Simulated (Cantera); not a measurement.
A perfectly stirred reactor is fed with 68.0 % CH4, 32.0 % CO2, at 1.00 bar; it is held at 1923 K, and followed from long to short residence time.

Cantera simulation using GRI-Mech 3.0 (53 species, 325 reactions); the numbers are that mechanism's predictions, not measurements. GRI-Mech 3.0 stops at C3 and has no aromatics, soot or wall deposition, so with more carbon than oxygen in the feed, carbon stays in small species such as C2H2 where larger ones or solid carbon would form.

Problem. Predict: x(CH4) at τ = 1.90 s; x(CO2) at τ = 1.90 s; x(CH2CO) at τ = 1.90 s; x(CH3) at τ = 1.90 s; x(C2H4) at τ = 1.90 s; x(CH4) at τ = 36.0 ms; x(CO2) at τ = 36.0 ms; x(CH2CO) at τ = 36.0 ms; x(CH3) at τ = 36.0 ms; x(C2H4) at τ = 36.0 ms.

Solution. 
```
Item                        Value
-----------------------  --------
x(CH4) at τ = 1.90 s      0.00664
x(CO2) at τ = 1.90 s     0.000737
x(CH2CO) at τ = 1.90 s    2.69e-6
x(CH3) at τ = 1.90 s     0.000164
x(C2H4) at τ = 1.90 s    0.000553
x(CH4) at τ = 36.0 ms      0.0362
x(CO2) at τ = 36.0 ms      0.0161
x(CH2CO) at τ = 36.0 ms   4.82e-5
x(CH3) at τ = 36.0 ms    0.000929
x(C2H4) at τ = 36.0 ms   0.000903
```
